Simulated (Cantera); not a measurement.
**Thermodynamics of carbon deposition, reforming and gasification, feed CH₄ + O₂**

A closed system holds: 1 mol CH₄, a varied amount of O₂, equilibrated at 973.15 K and 1 atm.

These are equilibrium values from Cantera (NASA tables, ideal gas, pure condensed phases), not measurements of a reactor. Candidate condensed phases: C, C₆H₆, C₇H₈, C₈H₁₈, H₂O; 110 gas species. Equilibrium is a limit: real reactors are often held back by kinetics, nucleation or transport.

| n(O₂) (mol) | log p H₂ | log p H₂O | log p CO | log p CO₂ | log p CH₄ | n C(graphite) |
|---|---|---|---|---|---|---|
| 0.049 | -0.06 | -1.75 | -1.48 | -2.97 | -1.02 | 0.758 |
| 0.16 | -0.11 | -1.34 | -1.02 | -2.05 | -1.10 | 0.631 |
| 0.28 | -0.15 | -1.19 | -0.83 | -1.67 | -1.18 | 0.486 |
| 0.39 | -0.18 | -1.12 | -0.73 | -1.46 | -1.25 | 0.349 |
| 0.51 | -0.21 | -1.08 | -0.65 | -1.31 | -1.32 | 0.195 |
| 0.62 | -0.24 | -1.05 | -0.60 | -1.21 | -1.38 | 0.0513 |
| 0.74 | -0.27 | -0.94 | -0.61 | -1.08 | -1.57 | 0 |
| 0.85 | -0.29 | -0.82 | -0.65 | -0.97 | -1.80 | 0 |
| 0.96 | -0.32 | -0.71 | -0.69 | -0.88 | -2.04 | 0 |
| 1.1 | -0.37 | -0.60 | -0.76 | -0.79 | -2.38 | 0 |
log p: log10 of the partial pressure in bar; n: condensed amount in mol.

From 0.049 mol O₂ to 0.62 mol O₂ the condensed part is C(graphite). From 0.74 mol O₂ to 1.1 mol O₂ nothing is condensed. The main C-bearing gas is CH₄ at 0.049 mol O₂ and CO at 1.1 mol O₂.
